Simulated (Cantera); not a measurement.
Input: 1 mol Fe(CO)5, 2.1 mol H2, 8.8 mol N2, at 13300 Pa.

Cantera equilibrium calculation (NASA polynomials, part measured and part estimated; ideal gas, pure solids and liquids). Candidate condensed phases: C, C6H6, C7H8, C8H18, Fe, Fe(CO)5, FeO, Fe(OH)2, Fe(OH)3, Fe2O3, Fe3O4, H2O; 140 gas species. Condensed phases not in the tables: cementite and carbon dissolved in iron. Rates play no part.

log p: log10 of the partial pressure in bar; n: condensed amount in mol.

```tsv
T (K)	log p N2	log p CO	log p H2	log p CO2	log p H2O	n C(graphite)	n Fe(α)	n Fe(γ)
875	-1.10	-1.56	-1.77	-2.10	-2.73	1.08	1.00	0
950	-1.12	-1.43	-1.76	…	…	…	1.00	0
1025	-1.13	-1.39	-1.76	…	…	…	1.00	0
1100	-1.13	-1.38	-1.76	-3.82	-4.18	0.0246	1.00	0
1175	-1.13	-1.38	-1.75	-4.32	-4.59	0.00774	1.00	0
1250	-1.13	-1.38	-1.75	-4.77	-4.95	0.00238	0	1.00
1325	-1.13	-1.38	-1.75	-5.17	-5.28	0	0	1.00
```

### Question
What belongs in the gaps?

### Answer

- 1025, log p CO2: -3.24
- 1025, log p H2O: -3.72
- 1025, n C(graphite): 0.0878
- 950, log p CO2: -2.63
- 950, log p H2O: -3.22
- 950, n C(graphite): 0.340
